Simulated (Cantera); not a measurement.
## Pyrogenic steam for wet oxidation

A perfectly stirred reactor is fed with H2 : O2 : N2 = 0.31 : 1 : 3.5 (molar parts), equivalence ratio 0.15, at 41000 Pa; it is held at 1400 K, and followed from long to short residence time.

Detailed kinetics in Cantera: GRI-Mech 3.0 (53 species, 325 reactions). The temperature is held fixed by assumption; the heat of reaction is taken as removed at once.

```json
[
 {"τ (s)": "4.8", "x H2": "1.00e-5", "x O2": "0.181", "x O": "1.98e-5", "x NO": "2.21e-6", "x NO2": "9.98e-9", "x N2O": "4.19e-7"},
 {"τ (s)": "2.2", "x H2": "1.68e-5", "x O2": "0.181", "x O": "3.35e-5", "x NO": "2.14e-6", "x NO2": "1.01e-8", "x N2O": "5.17e-7"},
 {"τ (s)": "1.0", "x H2": "2.82e-5", "x O2": "0.181", "x O": "5.71e-5", "x NO": "1.92e-6", "x NO2": "8.96e-9", "x N2O": "5.82e-7"},
 {"τ (s)": "0.46", "x H2": "4.68e-5", "x O2": "0.181", "x O": "9.65e-5", "x NO": "1.62e-6", "x NO2": "7.06e-9", "x N2O": "6.03e-7"},
 {"τ (s)": "0.21", "x H2": "7.78e-5", "x O2": "0.181", "x O": "0.000164", "x NO": "1.30e-6", "x NO2": "5.03e-9", "x N2O": "5.82e-7"},
 {"τ (s)": "0.096", "x H2": "0.000129", "x O2": "0.181", "x O": "0.000278", "x NO": "1.04e-6", "x NO2": "3.37e-9", "x N2O": "5.32e-7"},
 {"τ (s)": "0.044", "x H2": "0.000212", "x O2": "0.181", "x O": "0.000468", "x NO": "8.76e-7", "x NO2": "2.26e-9", "x N2O": "4.67e-7"},
 {"τ (s)": "0.020", "x H2": "0.000347", "x O2": "0.181", "x O": "0.000788", "x NO": "8.27e-7", "x NO2": "1.62e-9", "x N2O": "3.97e-7"},
 {"τ (s)": "0.0092", "x H2": "0.000562", "x O2": "0.181", "x O": "0.00131", "x NO": "9.17e-7", "x NO2": "1.32e-9", "x N2O": "3.30e-7"},
 {"τ (s)": "0.0042", "x H2": "0.000905", "x O2": "0.180", "x O": "0.00215", "x NO": "1.17e-6", "x NO2": "1.21e-9", "x N2O": "2.69e-7"},
 {"τ (s)": "0.0019", "x H2": "0.00145", "x O2": "0.179", "x O": "0.00348", "x NO": "1.62e-6", "x NO2": "1.17e-9", "x N2O": "2.14e-7"}
]
```
x: mole fraction; the columns are a selection and need not sum to one.
